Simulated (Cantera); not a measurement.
Feed: 1 mol SO2, 0.96 mol H2O, held at 7.50 Torr.

Equilibrium computed with Cantera from the NASA thermochemical tables; the gas is ideal and each condensed phase is pure. Candidate condensed phases: H2O, H2SO4, S; 19 gas species. Rates play no part. All values below are at 2673 K.

Base state: SO2 0.234, H2O 0.166, H 0.141, SO 0.117, O 0.0919, O2 0.0816, OH 0.0772, H2 0.0758 (mole fractions); condensed: gas only.

Task: What changes in the equilibrium state with this change: pressure from 7.50 Torr to 1.00 Torr?

Result: 
```json
[
 {"species": "H", "before": "0.141", "after": "0.294"},
 {"species": "O", "before": "0.0919", "after": "0.238"},
 {"species": "SO", "before": "0.117", "after": "0.129"},
 {"species": "SO2", "before": "0.234", "after": "0.0891"},
 {"species": "H2O", "before": "0.166", "after": "0.0332"},
 {"species": "S", "before": "0.0136", "after": "0.0436"},
 {"species": "H2", "before": "0.0758", "after": "0.0440"},
 {"species": "OH", "before": "0.0772", "after": "0.0555"},
 {"species": "O2", "before": "0.0816", "after": "0.0727"},
 {"species": "H2S", "before": "1.79e-5", "after": "4.44e-6"},
 {"species": "S2O", "before": "1.29e-5", "after": "6.06e-6"},
 {"species": "S2", "before": "0.000248", "after": "0.000339"},
 {"species": "SH", "before": "0.000943", "after": "0.000840"}
]
```
